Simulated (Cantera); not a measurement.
Feed: 1 mol CuO, 3.1 mol C, 9.5 mol H2, at 1.73 Torr.

Method: chemical equilibrium by Gibbs-energy minimisation in Cantera with the NASA 1993 tables (ideal gas, pure condensed phases). Candidate condensed phases: C, C6H6, C7H8, C8H18, Cu, CuO, Cu(OH)2, Cu2O, H2O; 113 gas species. Rates play no part.

log p: log10 of the partial pressure in bar; n: condensed amount in mol.

| T (K) | log p H2 | log p H | log p CO | log p Cu | log p C2H2 (acetylene) | n C(graphite) | n Cu(l) |
|---|---|---|---|---|---|---|---|
| 1573 | -2.69 | -5.73 | -3.66 | -4.58 | ___ | 2.10 | 0.877 |
| 1673 | -2.70 | -5.30 | -3.68 | -3.95 | ___ | 2.10 | 0.465 |
| 1773 | -2.72 | -4.91 | -3.70 | -3.70 | ___ | 2.10 | 0 |
| 1873 | -2.73 | -4.55 | -3.70 | -3.70 | ___ | 2.09 | 0 |
| 1973 | -2.73 | -4.24 | -3.70 | -3.70 | ___ | 2.09 | 0 |
| 2073 | -2.75 | -3.95 | -3.71 | -3.71 | ___ | 2.08 | 0 |
| 2173 | -2.77 | -3.70 | -3.72 | -3.72 | ___ | 2.06 | 0 |
| 2273 | -2.80 | -3.48 | -3.73 | -3.73 | ___ | 2.03 | 0 |
| 2373 | -2.85 | -3.28 | -3.75 | -3.75 | ___ | 2.00 | 0 |
| 2473 | -2.93 | -3.11 | -3.78 | -3.78 | ___ | 1.95 | 0 |
| 2573 | -3.03 | -2.98 | -3.81 | -3.81 | ___ | 1.87 | 0 |

### Question
What belongs in the gaps?

### Answer

- 1573, log p C2H2 (acetylene): -7.37
- 1673, log p C2H2 (acetylene): -6.95
- 1773, log p C2H2 (acetylene): -6.58
- 1873, log p C2H2 (acetylene): -6.23
- 1973, log p C2H2 (acetylene): -5.93
- 2073, log p C2H2 (acetylene): -5.66
- 2173, log p C2H2 (acetylene): -5.42
- 2273, log p C2H2 (acetylene): -5.22
- 2373, log p C2H2 (acetylene): -5.06
- 2473, log p C2H2 (acetylene): -4.94
- 2573, log p C2H2 (acetylene): -4.87
